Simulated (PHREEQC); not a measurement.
A column of 0.5 m (30 cells, dispersivity 0.018 m, 3600 s a shift, diffusion coefficient 3e-10 m²/s) holds 0.0057 eq of the database's cation exchanger X per kg of pore water, first in equilibrium with 0.0027 mol MgCl2, 0.00043 mol CuCl2, 0.0006 mol SrCl2 and 1e-05 mol HCl per kg of water. It is flushed with 0.0056 mol/kgw BaCl2 and 1e-05 mol/kgw HCl, at 25 °C. Values are for the last cell. CO2 from the air is kept out. Nothing may precipitate in this run.

The numbers come from PHREEQC with the ion-association model, phreeqc.dat.

```tsv
pore volumes	Ba in solution (mol/kgw)	Cu in solution (mol/kgw)	Mg in solution (mol/kgw)	Sr in solution (mol/kgw)	Cl in solution (mol/kgw)	CuX2 on the exchanger (mol/kgw)	SrX2 on the exchanger (mol/kgw)
0	0	0.000430	0.00270	0.000600	0.00747	0.000278	0.000803
0.2833	0	0.000430	0.00270	0.000600	0.00747	0.000278	0.000803
0.6833	3.47e-7	0.000451	0.00283	[?]	0.00783	0.000278	0.000803
1.083	0.000366	0.000507	0.00320	0.000905	0.00997	0.000225	0.000837
1.35	0.00199	0.000334	0.00213	0.000942	0.0108	0.000111	0.000648
1.617	0.00384	0.000146	0.000942	0.000623	0.0111	4.01e-5	[?]
2.017	0.00516	2.98e-5	0.000194	[?]	0.0112	7.45e-6	0.000112
2.417	0.00550	5.10e-6	3.36e-5	6.01e-5	0.0112	1.25e-6	3.07e-5
2.683	0.00556	1.49e-6	9.92e-6	2.42e-5	0.0112	3.66e-7	1.23e-5
2.95	0.00559	4.26e-7	[?]	9.44e-6	0.0112	[?]	4.81e-6
3.35	0.00560	6.26e-8	4.23e-7	2.21e-6	0.0112	[?]	1.12e-6
3.75	0.00560	8.94e-9	6.10e-8	4.98e-7	0.0112	2.18e-9	2.54e-7
4.017	0.00560	2.41e-9	1.66e-8	1.82e-7	0.0112	5.90e-10	9.27e-8
```

Problem. Fill in the missing entries.

Solution. 
- 0.6833, Sr in solution (mol/kgw): 0.000630
- 1.617, SrX2 on the exchanger (mol/kgw): 0.000356
- 2.017, Sr in solution (mol/kgw): 0.000215
- 2.95, Mg in solution (mol/kgw): 2.85e-6
- 2.95, CuX2 on the exchanger (mol/kgw): 1.04e-7
- 3.35, CuX2 on the exchanger (mol/kgw): 1.53e-8

Complexes and solids missing from the database can't appear.
